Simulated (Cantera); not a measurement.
A Cantera script and its output.

```python
import numpy as np
import cantera as ct

gas = ct.Solution("gri30.yaml")
gas.TPX = 950, 2600, {'H2': 0.033, 'O2': 1, 'N2': 3.7}
reactor = ct.IdealGasConstPressureReactor(gas, energy="off", clone=False)
net = ct.ReactorNet([reactor])
net.rtol, net.atol = 1e-08, 1e-18
show = ['H2', 'O2', 'H2O2', 'NO', 'OH', 'N2O']
times = np.geomspace(0.0004, 200, 12)

steps = ct.SolutionArray(gas, extra=["t"])
rows = []
print(f"{'t/s':>10s}{'T/K':>9s}{'P/Pa':>11s}" + "".join(f"{s:>11s}" for s in show))
for t in times:
    while net.time < t:
        t_next = net.step()
        steps.append(gas.state, t=t_next)
    rows.append([np.interp(t, steps.t, y) for y in (steps.T, steps.P, *steps(*show).X.T)])
    print(f"{t:10.3e}{rows[-1][0]:9.1f}{rows[-1][1]:11.4g}" + "".join(f"{x:11.3e}" for x in rows[-1][2:]))
rate = np.gradient(steps.T, steps.t)
print("integrator steps:", len(steps.t))
if steps.T.max() > steps.T[0] + 200:
    print(f"time of steepest temperature rise: {steps.t[rate.argmax()]:.4e} s")
gas.TPX = 950, 2600, {'H2': 0.033, 'O2': 1, 'N2': 3.7}
gas.equilibrate("TP")
print(f"equilibrium (TP): T = {gas.T:.1f} K  " + "  ".join(f"{s} {gas[s].X[0]:.3e}" for s in show))
```

Output:

```
       t/s      T/K       P/Pa         H2         O2       H2O2         NO         OH        N2O
 4.000e-04    950.0       2600  6.972e-03  2.113e-01  3.926e-17  2.500e-26  7.185e-13  2.099e-20
 1.319e-03    950.0       2600  6.972e-03  2.113e-01  4.360e-16  7.950e-25  4.500e-12  2.458e-19
 4.347e-03    950.0       2600  6.972e-03  2.113e-01  5.358e-15  3.696e-23  6.084e-11  8.482e-18
 1.433e-02    950.0       2600  6.972e-03  2.113e-01  1.510e-12  3.898e-18  7.722e-08  1.315e-14
 4.725e-02    950.0       2600  3.136e-04  2.079e-01  6.292e-08  1.209e-08  2.223e-04  1.485e-09
 1.558e-01    950.0       2600  1.562e-05  2.084e-01  2.158e-08  1.547e-08  3.635e-05  3.746e-09
 5.136e-01    950.0       2600  1.639e-06  2.085e-01  1.212e-08  1.544e-08  1.098e-05  4.554e-09
 1.693e+00    950.0       2600  1.708e-07  2.085e-01  4.738e-09  1.536e-08  3.782e-06  4.836e-09
 5.582e+00    950.0       2600  1.512e-08  2.085e-01  1.284e-09  1.533e-08  1.474e-06  4.952e-09
 1.840e+01    950.0       2600  1.525e-09  2.085e-01  3.251e-10  1.536e-08  6.539e-07  5.016e-09
 6.067e+01    950.0       2600  2.752e-10  2.085e-01  8.784e-11  1.541e-08  3.189e-07  5.057e-09
 2.000e+02    950.0       2600  6.666e-11  2.085e-01  2.505e-11  1.545e-08  1.645e-07  5.081e-09
integrator steps: 1471
equilibrium (TP): T = 950.0 K  H2 1.743e-12  O2 2.085e-01  H2O2 7.400e-13  NO 1.754e-05  OH 2.712e-08  N2O 2.447e-10
```

Computed with Cantera and GRI-Mech 3.0 (53 species, 325 reactions). Radical loss at walls, strong at low pressure, is not modelled.
